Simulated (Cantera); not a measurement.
A perfectly stirred reactor is fed with CO : O₂ : H₂O : N₂ = 0.017 : 0.077 : 0.00097 : 1 (molar parts), at 2.60 bar; it is held at 1523 K, and followed from long to short residence time.

Cantera simulation using GRI-Mech 3.0 (53 species, 325 reactions); the numbers are that mechanism's predictions, not measurements.

### Question
What does this change do: CO 0.017 to 0.003 parts?

### Answer
| quantity | before | after |
|---|---|---|
| x(CO) at τ = 16.0 s | 1.28e-5 | 3.06e-6 |
| x(O₂) at τ = 16.0 s | 0.0630 | 0.0699 |
| x(H₂O) at τ = 16.0 s | 0.000887 | 0.000895 |
| x(N₂O) at τ = 16.0 s | 3.66e-7 | 1.75e-7 |
| x(CO₂) at τ = 16.0 s | 0.0156 | 0.00278 |
| x(CO) at τ = 0.380 s | 0.000180 | 4.87e-5 |
| x(O₂) at τ = 0.380 s | 0.0631 | 0.0700 |
| x(H₂O) at τ = 0.380 s | 0.000877 | 0.000889 |
| x(N₂O) at τ = 0.380 s | 2.30e-6 | 1.06e-6 |
| x(CO₂) at τ = 0.380 s | 0.0155 | 0.00273 |

### Question
What does this change do: CO 0.017 to 0.032 parts?

### Answer
| quantity | before | after |
|---|---|---|
| x(CO) at τ = 16.0 s | 1.28e-5 | 2.24e-5 |
| x(O₂) at τ = 16.0 s | 0.0630 | 0.0558 |
| x(H₂O) at τ = 16.0 s | 0.000887 | 0.000880 |
| x(N₂O) at τ = 16.0 s | 3.66e-7 | 4.83e-7 |
| x(CO₂) at τ = 16.0 s | 0.0156 | 0.0292 |
| x(CO) at τ = 0.380 s | 0.000180 | 0.000303 |
| x(O₂) at τ = 0.380 s | 0.0631 | 0.0558 |
| x(H₂O) at τ = 0.380 s | 0.000877 | 0.000867 |
| x(N₂O) at τ = 0.380 s | 2.30e-6 | 2.85e-6 |
| x(CO₂) at τ = 0.380 s | 0.0155 | 0.0289 |

### Question
What does this change do: temperature 1523 to 1050 K?

### Answer
```csv
quantity,before,after
x(CO) at τ = 16.0 s,1.28e-5,0.00222
x(O₂) at τ = 16.0 s,0.0630,0.0641
x(H₂O) at τ = 16.0 s,0.000887,0.000891
x(N₂O) at τ = 16.0 s,3.66e-7,1.67e-6
x(CO₂) at τ = 16.0 s,0.0156,0.0134
x(CO) at τ = 0.380 s,0.000180,0.0131
x(O₂) at τ = 0.380 s,0.0631,0.0692
x(H₂O) at τ = 0.380 s,0.000877,0.000884
x(N₂O) at τ = 0.380 s,2.30e-6,2.14e-7
x(CO₂) at τ = 0.380 s,0.0155,0.00242
```
